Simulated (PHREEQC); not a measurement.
Consider water at 25 °C with 0.68 mol/kgw LiCl, 0.33 mol/kgw KCl and 0.67 mol/kgw MgCl2. Closed to the air; pH follows from the charge balance.

The numbers come from PHREEQC with the Pitzer model, pitzer.dat.

| Item | Value |
|---|---|
| ionic strength | 3.02 mol/kgw |
| activity of water | 0.922 |
| density | 1.075 g/cm³ |
| osmotic coefficient | 1.125 |

```
species  molality  activity   log γ
-------  --------  --------  ------
Cl-          2.35      1.34  -0.244
Li+         0.680     0.979   0.158
Mg+2        0.670     0.431  -0.191
K+          0.330     0.262  -0.100
H+        5.78e-7   1.04e-6   0.254
MgOH+     5.27e-7   5.95e-7   0.053
OH-       5.14e-8   9.00e-9  -0.757
```

This is a speciation only: nothing precipitates in the calculation.
